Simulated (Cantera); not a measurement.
## Stirred combustor or abatement burner

A perfectly stirred reactor is fed with 7.53 % CH₄, 0.346 % C₂H₆, 10.8 % O₂, 81.3 % N₂, at 101000 Pa; it is adiabatic with a 575 K inlet, and is followed from long to short residence time, starting on the burning branch (τ in s: 0.45, 0.15, 0.052, 0.018, 0.006, 0.002, 0.0007, 0.00024, 8.1e-05, 2.8e-05, 9.4e-06).

Model: GRI-Mech 3.0 (53 species, 325 reactions), integrated in Cantera.

```json
[
 {"τ (s)": "0.45", "T (K)": "1609", "x CH₄": "0.00483", "x C₂H₆": "1.60e-5", "x O₂": "0.000821", "x NO": "3.43e-7", "x CH₂CO": "2.84e-5", "x C₂H₂": "0.00282", "x HCO": "6.82e-9"},
 {"τ (s)": "0.15", "T (K)": "1599", "x CH₄": "0.00511", "x C₂H₆": "3.40e-5", "x O₂": "0.00164", "x NO": "3.61e-7", "x CH₂CO": "5.05e-5", "x C₂H₂": "0.00285", "x HCO": "1.82e-8"},
 {"τ (s)": "0.052", "T (K)": "1580", "x CH₄": "0.00554", "x C₂H₆": "7.03e-5", "x O₂": "0.00322", "x NO": "3.54e-7", "x CH₂CO": "7.88e-5", "x C₂H₂": "0.00260", "x HCO": "5.24e-8"},
 {"τ (s)": "0.018", "T (K)": "1533", "x CH₄": "0.00695", "x C₂H₆": "0.000170", "x O₂": "0.00728", "x NO": "2.24e-7", "x CH₂CO": "0.000128", "x C₂H₂": "0.00194", "x HCO": "1.76e-7"},
 {"τ (s)": "0.0060", "T (K)": "575", "x CH₄": "0.0753", "x C₂H₆": "0.00346", "x O₂": "0.108", "x NO": "<1e-12", "x CH₂CO": "<1e-12", "x C₂H₂": "<1e-12", "x HCO": "<1e-12"},
 {"τ (s)": "0.0020", "T (K)": "575", "x CH₄": "0.0753", "x C₂H₆": "0.00346", "x O₂": "0.108", "x NO": "<1e-12", "x CH₂CO": "<1e-12", "x C₂H₂": "<1e-12", "x HCO": "<1e-12"},
 {"τ (s)": "0.00070", "T (K)": "575", "x CH₄": "0.0753", "x C₂H₆": "0.00346", "x O₂": "0.108", "x NO": "<1e-12", "x CH₂CO": "<1e-12", "x C₂H₂": "<1e-12", "x HCO": "<1e-12"},
 {"τ (s)": "0.00024", "T (K)": "575", "x CH₄": "0.0753", "x C₂H₆": "0.00346", "x O₂": "0.108", "x NO": "<1e-12", "x CH₂CO": "<1e-12", "x C₂H₂": "<1e-12", "x HCO": "<1e-12"},
 {"τ (s)": "8.1e-5", "T (K)": "575", "x CH₄": "0.0753", "x C₂H₆": "0.00346", "x O₂": "0.108", "x NO": "<1e-12", "x CH₂CO": "<1e-12", "x C₂H₂": "<1e-12", "x HCO": "<1e-12"},
 {"τ (s)": "2.8e-5", "T (K)": "575", "x CH₄": "0.0753", "x C₂H₆": "0.00346", "x O₂": "0.108", "x NO": "<1e-12", "x CH₂CO": "<1e-12", "x C₂H₂": "<1e-12", "x HCO": "<1e-12"},
 {"τ (s)": "9.4e-6", "T (K)": "575", "x CH₄": "0.0753", "x C₂H₆": "0.00346", "x O₂": "0.108", "x NO": "<1e-12", "x CH₂CO": "<1e-12", "x C₂H₂": "<1e-12", "x HCO": "<1e-12"}
]
```
x: mole fraction; the columns are a selection and need not sum to one.
